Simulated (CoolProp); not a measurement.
Vapour-liquid equilibrium of cyclohexane (1) + ethylbenzene (2) at 21.95 °C; x and y are mole fractions of (1).

The numbers come from the multi-fluid Helmholtz-energy mixture model, Zhou 2014 and Zhou 2012; pair parameters Bell 2016 in CoolProp.

```tsv
x	bubble pressure (bar)	y at the bubble point	dew pressure at overall composition x (bar)	liquid density (mol/L)
0.05	0.01759	0.421	0.01124	8.198
0.2	?	0.768	0.01316	8.346
0.35	?	0.869	0.01588	8.499
0.5	?	0.917	0.02001	8.655
0.65	?	0.947	0.02703	8.818
0.8	?	0.970	0.04153	?
0.95	0.1086	0.992	0.08450	9.167
```

Q: Some entries are withheld; supply them.

A: 
- 0.2, bubble pressure (bar): 0.03729
- 0.35, bubble pressure (bar): 0.05473
- 0.5, bubble pressure (bar): 0.06977
- 0.65, bubble pressure (bar): 0.08303
- 0.8, bubble pressure (bar): 0.09554
- 0.8, liquid density (mol/L): 8.988

No azeotrope shows between x = 0.05 and 0.95.

Pair parameters are fitted to limited data, so mixtures are less certain than the pure fluids.
